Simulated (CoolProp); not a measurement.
R143a along the isotherm 226.85 °C: density (kg/m³) from the reference equation and from simpler models built on Tc = 72.7 °C, pc = 3762 kPa, ω = 0.261; each cubic takes its own stable root.

The numbers come from the reference Helmholtz-energy equation of state, Lemmon and Jacobsen 2000 in CoolProp.

```
p (kPa)          phase  reference  ideal gas  van der Waals  Redlich-Kwong  Peng-Robinson
-------  -------------  ---------  ---------  -------------  -------------  -------------
627                gas      12.88      12.68          12.93          12.91          12.89
1250               gas      26.07      25.27          26.29          26.22              ?
1880               gas          ?      38.01          40.39              ?              ?
2510               gas          ?      50.74          55.12          54.69          54.21
3130               gas      68.49      63.27          70.28          69.49          68.64
3760               gas      83.59      76.01          86.42          85.07          83.69
4390     supercritical      99.15      88.75          103.3          101.2          99.10
5020     supercritical      115.1      101.5              ?          117.8          114.8
5640     supercritical          ?      114.0          139.3          134.7          130.6
```

### Question
Complete the blanks.

### Answer

- 1250, Peng-Robinson: 26.13
- 1880, reference: 39.85
- 1880, Redlich-Kwong: 40.19
- 1880, Peng-Robinson: 39.96
- 2510, reference: 54.06
- 5020, van der Waals: 121.1
- 5640, reference: 131.3
